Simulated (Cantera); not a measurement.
An isothermal, constant-pressure homogeneous reactor starts with 2.63 % H₂, 97.4 % O₂, at 975 K and 13.5 Torr.

Model: the H2/O2 subset of GRI-Mech 3.0, which has no nitrogen chemistry, integrated in Cantera. Radical loss at walls, strong at low pressure, is not modelled.

x: mole fraction; the columns are a selection and need not sum to one.

| t (s) | x H₂ | x O₂ | x HO₂ | x H | x H₂O₂ | x OH |
|---|---|---|---|---|---|---|
| 3.00e-5 | 0.0263 | 0.974 | 5.00e-12 | 4.43e-12 | <1e-12 | <1e-12 |
| 0.000144 | 0.0263 | 0.974 | 2.43e-11 | 1.64e-11 | <1e-12 | 8.49e-12 |
| 0.000695 | 0.0263 | 0.974 | 1.21e-10 | 9.92e-11 | <1e-12 | 1.07e-10 |
| 0.00334 | 0.0263 | 0.974 | 5.05e-9 | [?] | <1e-12 | 6.29e-8 |
| 0.0161 | 0.000558 | 0.965 | 6.88e-6 | [?] | 1.20e-7 | 0.000852 |
| 0.0775 | 2.55e-5 | 0.973 | 2.17e-6 | [?] | 5.80e-8 | 0.000168 |
| 0.373 | 1.21e-6 | 0.973 | 3.64e-7 | [?] | 3.00e-8 | 3.86e-5 |
| 1.79 | 6.14e-8 | 0.973 | 4.12e-8 | [?] | 8.79e-9 | 1.02e-5 |
| 8.63 | 5.27e-9 | 0.973 | 5.38e-9 | 3.03e-10 | 2.00e-9 | 3.38e-6 |
| 41.6 | 7.22e-10 | 0.973 | 9.12e-10 | 1.81e-11 | 4.34e-10 | 1.32e-6 |
| 200 | 1.24e-10 | 0.973 | 2.55e-10 | 1.39e-12 | 9.26e-11 | 5.60e-7 |

Question: Fill in the missing entries.

Answer: 
- 0.00334, x H: 5.22e-8
- 0.0161, x H: 0.00203
- 0.0775, x H: 3.79e-5
- 0.373, x H: 4.66e-7
- 1.79, x H: 8.28e-9
